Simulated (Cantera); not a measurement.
Charge: 1 mol HgO, a varied amount of H2, equilibrated at 1000 K and 3380 Torr.

These are equilibrium values from Cantera (NASA tables, ideal gas, pure condensed phases), not measurements of a reactor. Candidate condensed phases: H2O, Hg, HgO; 10 gas species. Rates play no part.

x: gas mole fraction; nothing condenses.

```tsv
n(H2) (mol)	x Hg	x H2O	x O2	x H2	x OH
0.16	0.633	0.101	0.266	8.09e-12	8.42e-8
0.22	0.621	0.137	0.242	1.14e-11	9.56e-8
0.32	0.602	…	…	…	…
0.45	0.580	0.261	0.159	2.69e-11	1.19e-7
0.64	0.549	0.352	0.0989	4.61e-11	1.23e-7
0.91	0.512	0.465	…	…	…
1.3	0.435	0.435	<1e-12	0.130	2.85e-12
```

### Question
Fill in the missing entries.

### Answer

- 0.91, x O2: 0.0230
- 0.91, x H2: 1.26e-10
- 0.91, x OH: 9.80e-8
- 0.32, x H2O: 0.193
- 0.32, x O2: 0.205
- 0.32, x H2: 1.75e-11
- 0.32, x OH: 1.09e-7
